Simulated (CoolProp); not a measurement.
n-octane at 345.07 K and 0.879 MPa flows at 0.86 m/s in a round tube of 12.7 mm bore and 45 µm roughness, fully developed (64/Re and Nu = 3.66 if laminar; Colebrook and Gnielinski if turbulent). Each further row changes one setting.

The numbers come from the reference Helmholtz-energy equation of state, Beckmüller 2019 in CoolProp.

```
case               Reynolds number  Darcy friction factor  pressure drop (Pa/m)  heat-transfer coefficient (W/(m² K))  mass flow (kg/h)
-----------------  ---------------  ---------------------  --------------------  ------------------------------------  ----------------
as stated                    22800                 0.0318                   612                                  1690               259
velocity 1.72 m/s            45600                 0.0298                  2300                                  3310               518
diameter 25.4 mm             45600                 0.0262                   252                                  1520              1040
```

Viscosity comes from a separate model (Huber 2004). Thermal conductivity comes from a separate model (Huber 2005).
